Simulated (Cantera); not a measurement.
A closed system holds: 1 mol SiCl4, 460 mol H2, 0.77 mol HCl, equilibrated at 1950 °C and 1.00 bar.

Equilibrium computed with Cantera from the NASA thermochemical tables; the gas is ideal and each condensed phase is pure. Candidate condensed phases: Si; 19 gas species. The tables' values for SiCl are old estimates; treat these amounts as uncertain. Gases not in the tables: Si2H6 and higher silanes. Equilibrium is a limit: real reactors are often held back by kinetics, nucleation or transport.

Base state: H2 0.983, HCl 0.00980, H 0.00635, Si 0.000460, SiH2 0.000326, SiH 0.000193, SiCl2 0.000184, SiCl 5.13e-5 (mole fractions); condensed: Si(l).

Question: What changes in the equilibrium state with this change: H2 from 460 to 59 mol?

Answer: 
```tsv
species	before	after
H2	0.983	0.924
HCl	0.00980	0.0609
SiCl2	0.000184	0.00758
SiCl3	2.08e-7	5.47e-5
Cl	4.60e-5	0.000295
Si(l), mol	0.425	0.445
```
The tables' values for SiCl, SiCl3 are old estimates; treat these amounts as uncertain.

Question: What changes in the equilibrium state with this change: temperature from 1950 °C to 952 °C?

Answer: 
| species | before | after |
|---|---|---|
| H2 | 0.983 | 0.991 |
| HCl | 0.00980 | 0.00878 |
| SiHCl3 | 1.15e-8 | 0.000202 |
| H | 0.00635 | 3.10e-7 |
| Si | 0.000460 | <1e-9 |
| SiH | 0.000193 | <1e-9 |
| Si(l), mol | 0.425 | 0 |
| Si(s), mol | 0 | 0.725 |
The tables' values for SiCl3 are old estimates; treat these amounts as uncertain.
